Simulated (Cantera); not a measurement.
An isothermal, constant-pressure homogeneous reactor starts with H₂ : O₂ : N₂ = 1.4 : 1 : 2.2 (molar parts), at 900 K and 28000 Pa.

Cantera simulation using the H2/O2 subset of GRI-Mech 3.0, which has no nitrogen chemistry; the numbers are that mechanism's predictions, not measurements. Below about 950 K walls govern HO2 and H2O2 in real vessels. The temperature is held fixed by assumption; the heat of reaction is taken as removed at once.

One state of this run: x H₂ = 0.0844; x O₂ = 0.116; x H = 4.52e-7; x H₂O₂ = 0.000491; x H₂O = 0.259. x: mole fraction; the columns are a selection and need not sum to one.

Question: Which value of t (s) does it belong to?
A) 0.00664
B) 1.81
C) 0.812
D) 0.0734

Answer: C, 0.812
